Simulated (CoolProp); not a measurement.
Vapour-liquid equilibrium of benzene (1) + ethylbenzene (2) at 0.105 MPa; x and y are mole fractions of (1).

Values from CoolProp's multi-fluid Helmholtz-energy mixture model, Thol 2012 and Zhou 2012; pair parameters Bell 2016.

| x | bubble temperature (°C) | y at the bubble point | dew temperature at overall composition x (°C) | liquid density (mol/L) |
|---|---|---|---|---|
| 0.05 | 132.9 | 0.157 | 136.1 | 7.292 |
| 0.15 | 124.4 | 0.400 | 133.1 | 7.580 |
| 0.25 | 116.9 | 0.574 | 129.8 | 7.875 |
| 0.35 | 110.2 | 0.700 | 126.3 | 8.177 |
| 0.45 | 104.3 | 0.792 | 122.4 | 8.487 |
| 0.55 | 98.9 | 0.860 | 118.1 | 8.807 |
| 0.65 | 94.1 | 0.909 | 113.1 | 9.139 |
| 0.75 | 89.9 | 0.946 | 107.2 | 9.482 |
| 0.85 | 86.1 | 0.973 | 99.8 | 9.838 |
| 0.95 | 82.7 | 0.992 | 89.3 | 10.21 |

No azeotrope shows between x = 0.05 and 0.95.

The pair parameters rest on a limited set of measurements; away from them the model extrapolates.
